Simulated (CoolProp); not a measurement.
Vapour-liquid equilibrium of isobutene (1) + n-octane (2) at 291 K; x and y are mole fractions of (1).

Model: multi-fluid Helmholtz-energy mixture model, Lemmon 2005 and Beckmüller 2019; pair parameters Bell 2016, in CoolProp.

```csv
x,bubble pressure (MPa),y at the bubble point,dew pressure at overall composition x (MPa),liquid density (mol/L)
0.05,0.01369,0.913,0.001302,6.314
0.125,0.03150,0.964,0.001413,6.547
0.2,0.04878,0.978,0.001545,6.795
0.275,0.06590,0.985,0.001705,7.058
0.35,0.08314,0.989,0.001900,7.338
0.425,0.1006,0.992,0.002147,7.635
0.5,0.1184,0.994,0.002467,7.952
0.575,0.1366,0.995,0.002898,8.289
0.65,0.1550,0.997,0.003513,8.649
0.725,0.1737,0.998,0.004459,9.032
0.8,0.1926,0.998,0.006102,9.439
0.875,0.2117,0.999,0.009659,9.872
0.95,0.2310,1.000,0.02312,10.33
```

No azeotrope shows between x = 0.05 and 0.95.

Pair parameters are fitted to limited data, so mixtures are less certain than the pure fluids. The gap from Raoult's law changes sign with composition, which may be real or a fault of the pair parameters; it wasn't checked against measurements.
